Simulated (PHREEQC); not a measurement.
A solution holds 0.0083 mol/kgw NH4Cl and 0.0017 mol/kgw Na2SO4, at 25 °C. Closed to the air; pH follows from the charge balance.

Equilibrium calculation in PHREEQC: ion-association model, wateq4f.dat.

| quantity | before | after |
|---|---|---|
| pH | 5.73 | 2.98 |
| ionic strength (mol/kgw) | 0.0132 | 0.0142 |
| SO4-2 (mol/kgw) | 0.00158 | 0.00148 |
| NH4SO4- (mol/kgw) | 0.000105 | 9.75e-5 |
| NaSO4- (mol/kgw) | 1.69e-5 | 1.56e-5 |
| NH3 (mol/kgw) | 2.24e-6 | 3.93e-9 |
| SI of Mirabilite (Na2SO4:10H2O) | -6.93 | -6.97 |

### Question
Which change was made?
A) NH4Cl replaced by NH4BF4 at the same molality
B) NH4Cl from 0.0083 to 0.0124 mol/kgw
C) diluted 2-fold with water
D) diluted 5-fold with water

### Answer
A, NH4Cl replaced by NH4BF4 at the same molality

Precipitation was switched off in this run. Real BF4- forms and hydrolyses slowly; the run takes it at equilibrium.
